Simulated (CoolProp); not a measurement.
A simple Rankine cycle with water: condensing at 329.15 K, boiler at 2.72 MPa, turbine inlet 651.6 K, turbine efficiency 0.6, pump efficiency 0.8, no recuperator. Each further row changes one setting.

Values from CoolProp's reference Helmholtz-energy equation of state, Wagner 2002.

```csv
case,thermal efficiency (%),net work (kJ/kg),heat in (kJ/kg),turbine exit temperature (K),volume ratio over the turbine
as stated,19.0,560,2950,340.7,89.4
turbine inlet 671.6 K,19.2,574,3000,?,90.5
condensing temperature 321.15 K,?,590,2980,324.7,?
boiler pressure 1.9 MPa,18.0,534,2970,362.6,65.6
turbine efficiency 0.5,15.8,466,2950,389.6,102
```

Problem. Some entries are withheld; supply them.

Solution. 
- turbine inlet 671.6 K, turbine exit temperature (K): 357.1
- condensing temperature 321.15 K, thermal efficiency (%): 19.8
- condensing temperature 321.15 K, volume ratio over the turbine: 126
